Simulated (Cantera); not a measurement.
An isothermal, constant-pressure homogeneous reactor starts with 19.2 % C2H6, 80.8 % N2, at 2000 K and 0.0691 atm.

Computed with Cantera and GRI-Mech 3.0 (53 species, 325 reactions). GRI-Mech 3.0 stops at C3 and has no aromatics, soot or wall deposition, so with more carbon than oxygen in the feed, carbon stays in small species such as C2H2 where larger ones or solid carbon would form.

**Question.** Predict: x(CH2) at 9.00 s; x(H2) at 9.00 s; x(H) at 9.00 s; x(CH4) at 9.00 s; x(CH3) at 9.00 s; x(C2H2) at 9.00 s.

**Answer.** 
| Item | Value |
|---|---|
| x(CH2) at 9.00 s | 1.75e-7 (gas-phase equilibrium 1.47e-7) |
| x(H2) at 9.00 s | 0.276 (gas-phase equilibrium 0.276) |
| x(H) at 9.00 s | 0.00325 (gas-phase equilibrium 0.00325) |
| x(CH4) at 9.00 s | 4.94e-5 (gas-phase equilibrium 4.15e-5) |
| x(CH3) at 9.00 s | 1.15e-5 (gas-phase equilibrium 9.64e-6) |
| x(C2H2) at 9.00 s | 0.138 (gas-phase equilibrium 0.0723) |
